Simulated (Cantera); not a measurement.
Input: 1 mol C6H6, 1.6 mol H2O, 8.3 mol H2, equilibrated at 0.100 bar.

Cantera equilibrium calculation (NASA polynomials, part measured and part estimated; ideal gas, pure solids and liquids). Candidate condensed phases: C, C6H6, C7H8, C8H18, H2O; 110 gas species. Rates play no part.

Question: What share of the C ends up in condensed phases as a function of T (K), at 1975, 2025, 2075, 2125, 2175, 2225, 2275, 2325, 2375, 2425, 2475, 2525?

Answer: 
```csv
T (K),C condensed (%),as
1975,73.0,C(graphite)
2025,72.9,C(graphite)
2075,72.8,C(graphite)
2125,72.6,C(graphite)
2175,72.4,C(graphite)
2225,72.1,C(graphite)
2275,71.7,C(graphite)
2325,71.3,C(graphite)
2375,70.7,C(graphite)
2425,70.1,C(graphite)
2475,69.3,C(graphite)
2525,68.4,C(graphite)
```
